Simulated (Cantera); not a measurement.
## Low-pressure radical oxidation in H2/O2

An isothermal, constant-pressure homogeneous reactor starts with H₂ : O₂ = 0.039 : 1 (molar parts), at 1175 K and 0.00200 bar.

Detailed kinetics in Cantera: GRI-Mech 3.0 (53 species, 325 reactions). Radical loss at walls, strong at low pressure, is not modelled. The temperature is held fixed by assumption; the heat of reaction is taken as removed at once.

```
t (s)         x H₂   x O₂     x HO₂     x H₂O      x OH       x O
--------  --------  -----  --------  --------  --------  --------
2.00e-5     0.0375  0.962  6.14e-11    <1e-12  1.85e-12  1.86e-12
4.98e-5     0.0375  0.962  1.53e-10    <1e-12  1.10e-11  1.11e-11
0.000124    0.0375  0.962  3.80e-10  4.37e-12  6.15e-11  6.37e-11
0.000308    0.0375  0.962  9.47e-10  5.71e-11  3.08e-10  3.36e-10
0.000767    0.0375  0.962   2.36e-9  6.51e-10   1.33e-9   1.62e-9
0.00191     0.0375  0.962   5.87e-9   7.11e-9   6.18e-9   8.74e-9
0.00475     0.0375  0.962   1.46e-8   1.37e-7   7.10e-8   1.09e-7
0.0118      0.0375  0.962   5.21e-8   3.69e-5   1.73e-5   2.68e-5
0.0294     0.00161  0.934   5.30e-7    0.0308   0.00354    0.0238
0.0733    0.000496  0.932   4.56e-7    0.0332   0.00245    0.0269
0.182     0.000472  0.933   4.51e-7    0.0335   0.00239    0.0254
0.454     0.000419  0.937   4.37e-7    0.0342   0.00226    0.0222
1.13      0.000314  0.944   4.02e-7    0.0353   0.00196    0.0162
2.81      0.000167  0.952   3.22e-7    0.0367   0.00144   0.00840
7.00       5.50e-5  0.959   1.97e-7    0.0376  0.000827   0.00272
```
x: mole fraction; the columns are a selection and need not sum to one.

Equilibrium at this temperature and pressure: H₂ 6.56e-9, O₂ 0.962, HO₂ 4.13e-9, H₂O 0.0382, OH 9.08e-6, O 3.22e-7 (gas phase only).
